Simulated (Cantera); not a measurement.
Feed: 1 mol C2H4, 0.13 mol CO2, 0.25 mol N2, 6.9 mol H2, at 2275 K and 1.00 bar.

These are equilibrium values from Cantera (NASA tables, ideal gas, pure condensed phases), not measurements of a reactor. Candidate condensed phases: C, C6H6, C7H8, C8H18, H2O; 136 gas species. The numbers say what is thermodynamically allowed, not how fast it happens.

Base state: H2 0.931, CO 0.0275, N2 0.0234, H 0.00819, HCN 0.00563, C2H2 (acetylene) 0.00355, HNC 0.000495, CH4 0.000195 (mole fractions); condensed: C(graphite).

### Question
What changes in the equilibrium state with this change: temperature from 2275 K to 1573 K?

### Answer
| species | before | after |
|---|---|---|
| H2 | 0.931 | 0.944 |
| CO | 0.0275 | 0.0276 |
| N2 | 0.0234 | 0.0265 |
| H | 0.00819 | 3.95e-5 |
| HCN | 0.00563 | 0.000273 |
| C2H2 (acetylene) | 0.00355 | 1.95e-5 |
| HNC | 0.000495 | 5.77e-6 |
| C(graphite), mol | 1.74 | 1.85 |

### Question
What changes in the equilibrium state with this change: temperature from 2275 K to 1525 K?

### Answer
```
species             before     after
----------------  --------  --------
H2                   0.931     0.944
CO                  0.0275    0.0276
N2                  0.0234    0.0265
H                  0.00819   2.30e-5
HCN                0.00563  0.000199
C2H2 (acetylene)   0.00355   1.14e-5
HNC               0.000495   3.64e-6
C(graphite), mol      1.74      1.85
```
